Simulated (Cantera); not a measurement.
# Reactions in the system N-O-Ta

Standard-state values (1 bar) from the NASA 1993 polynomials, evaluated with Cantera. Values are per mole of reaction as written; species without (g) are pure solids or liquids, kept so even where they would boil at 1 bar.

4 N(g) + TaO2(g) = 2 N2O(g) + Ta

| T (K) | ΔH° (kJ) | ΔS° (J/K) | ΔG° (kJ) | log10 K |
|---|---|---|---|---|
| 300 | -1526.7 | -412.1 | -1403.1 | 244.29 |
| 2398 | -1521.6 | -421.1 | -511.8 | 11.15 |
| 2423 | -1521.2 | -420.9 | -501.2 | 10.81 |
| 2448 | -1520.8 | -420.8 | -490.7 | 10.47 |
| 2473 | -1520.3 | -420.6 | -480.2 | 10.14 |
| 2498 | -1519.9 | -420.4 | -469.7 | 9.82 |
| 2523 | -1519.5 | -420.2 | -459.2 | 9.51 |
| 2548 | -1519.0 | -420.1 | -448.7 | 9.20 |

3 Ta2O5 = 6 TaO2(g) + O3(g)

| T (K) | ΔH° (kJ) | ΔS° (J/K) | ΔG° (kJ) | log10 K | condensed phases |
|---|---|---|---|---|---|
| 300 | 5074.6 | 1490.5 | 4627.5 | -805.70 | Ta2O5(s) |
| 2398 | 4333.9 | 991.5 | 1956.2 | -42.61 | Ta2O5(l) |
| 2423 | 4326.4 | 988.4 | 1931.4 | -41.64 | Ta2O5(l) |
| 2448 | 4318.9 | 985.4 | 1906.8 | -40.69 | Ta2O5(l) |
| 2473 | 4311.5 | 982.3 | 1882.2 | -39.75 | Ta2O5(l) |
| 2498 | 4304.0 | 979.3 | 1857.7 | -38.84 | Ta2O5(l) |
| 2523 | 4296.6 | 976.4 | 1833.2 | -37.95 | Ta2O5(l) |
| 2548 | 4289.2 | 973.5 | 1808.8 | -37.08 | Ta2O5(l) |
